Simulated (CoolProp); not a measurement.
Vapour-liquid equilibrium of R143a (1) + dimethyl ether (2) at 184.8 K; x and y are mole fractions of (1).

The numbers come from the multi-fluid Helmholtz-energy mixture model, Lemmon and Jacobsen 2000 and Wu 2011; pair parameters Bell 2016 in CoolProp.

```tsv
x	bubble pressure, mixture model (bar)	bubble pressure, Raoult's law (bar)	y, mixture model	y, Raoult's law
0.05	(withheld)	0.02358	0.224	0.183
0.125	0.03124	0.02853	0.429	0.378
0.2	0.03710	0.03348	0.557	0.515
0.275	(withheld)	0.03843	0.646	0.617
0.35	0.04767	0.04338	0.712	0.696
0.425	0.05251	0.04833	0.765	0.759
0.5	0.05715	0.05328	(withheld)	0.810
0.575	0.06163	0.05823	0.845	0.852
0.65	(withheld)	0.06318	0.878	0.888
0.725	0.07033	0.06813	0.907	0.918
0.8	0.07463	0.07308	0.934	0.945
0.875	0.07895	0.07803	0.960	0.968
0.95	0.08332	0.08298	(withheld)	0.988
```

Question: Complete the blanks.

Answer: 
- 0.05, bubble pressure, mixture model (bar): 0.02486
- 0.275, bubble pressure, mixture model (bar): 0.04255
- 0.5, y, mixture model: 0.808
- 0.65, bubble pressure, mixture model (bar): 0.06601
- 0.95, y, mixture model: 0.984

The largest gap from Raoult's law is +10.8 % in bubble pressure, at x = 0.2. No azeotrope shows between x = 0.05 and 0.95.

Pair parameters are fitted to limited data, so mixtures are less certain than the pure fluids.
